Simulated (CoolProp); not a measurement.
Computed with CoolProp (reference Helmholtz-energy equation of state, Thol 2014).

Question: Give the vapour pressure (bar), liquid density (kg/m³), surface tension (mN/m) of saturated chloromethane (R40) at 279.2, 292.5, 319 K.

Answer: 
```
T (K)  p (bar)  liquid density (kg/m³)  surface tension (mN/m)
-----  -------  ----------------------  ----------------------
279.2     3.19                     949                    18.4
292.5     4.88                     923                    16.3
319       10.1                     868                    12.1
```

Surface tension comes from a separate correlation (Mulero 2014).
